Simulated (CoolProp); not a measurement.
The fluid at 408.32 K and 14.2 MPa is throttled through a valve to 8.45 MPa with no heat exchange. The same conditions are run with several fluids, on thermodynamics alone (safety and materials aside).

The numbers come from the reference Helmholtz-energy equation of state of each fluid (ammonia: Gao 2020; methane: Setzmann 1991; R407C: Lemmon 2003; R124: de Vries 1995; cyclopropane: Polt 1992) in CoolProp. The equations of Platzer and Polt are older, rougher fits. Blends and air are pseudo-pure fits.

### Question
Rank ammonia, methane, R407C, R124, cyclopropane by temperature change (K), highest first.

### Answer
R124 (-3.5), cyclopropane (-5.9), methane (-9.3), R407C (-15.5), ammonia (-19.3)

```csv
fluid,final phase,final density (kg/m³)
ammonia,"two-phase, vapour fraction 0.224",223
methane,supercritical,42.1
R407C,supercritical,560
R124,supercritical,973
cyclopropane,supercritical,420
```
